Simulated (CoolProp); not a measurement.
Vapour-liquid equilibrium of R22 (1) + benzene (2) at 27.85 °C; x and y are mole fractions of (1).

The numbers come from the multi-fluid Helmholtz-energy mixture model, Kamei 1995 and Thol 2012; pair parameters Bell 2016 in CoolProp.

**Question.** Give the bubble pressure and the first vapour's composition at x = 0.65, 0.85, 0.95. Is there an azeotrope?

**Answer.** x = 0.65: 0.6971 MPa, y = 0.989; x = 0.85: 0.9315 MPa, y = 0.996; x = 0.95: 1.059 MPa, y = 0.999. No azeotrope shows between x = 0.05 and 0.95.

Pair parameters are fitted to limited data, so mixtures are less certain than the pure fluids. The gap from Raoult's law changes sign with composition, which may be real or a fault of the pair parameters; it wasn't checked against measurements.
